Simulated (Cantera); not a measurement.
A closed system holds: 1 mol Al, 10 mol N2O, a varied amount of H2, equilibrated at 352 °C and 14000 Pa.

Equilibrium computed with Cantera from the NASA thermochemical tables; the gas is ideal and each condensed phase is pure. Candidate condensed phases: Al, AlN, Al2O3, H2O; 35 gas species. Equilibrium is a limit: real reactors are often held back by kinetics, nucleation or transport.

x: gas mole fraction; n: condensed amount in mol.

```tsv
n(H2) (mol)	x H2	x N2	x H2O	x O2	x NH3	x NO2	n Al2O3(s)
1.1	<1e-12	0.676	0.0743	0.250	<1e-12	6.33e-8	0.500
3.1	<1e-12	0.633	0.196	0.171	<1e-12	4.19e-8	0.500
8.8	0.0159	0.532	0.452	<1e-12	5.66e-6	<1e-12	0.500
25	(withheld)	(withheld)	(withheld)	<1e-12	(withheld)	<1e-12	0.500
70	(withheld)	(withheld)	(withheld)	<1e-12	(withheld)	<1e-12	0.500
200	0.911	0.0473	0.0405	<1e-12	0.000729	<1e-12	0.500
550	0.967	0.0176	0.0152	<1e-12	0.000486	<1e-12	0.500
```

Problem. Some entries are withheld; supply them.

Solution. 
- 70, x H2: 0.768
- 70, x N2: 0.125
- 70, x H2O: 0.106
- 70, x NH3: 0.000915
- 25, x H2: 0.471
- 25, x N2: 0.286
- 25, x H2O: 0.243
- 25, x NH3: 0.000665
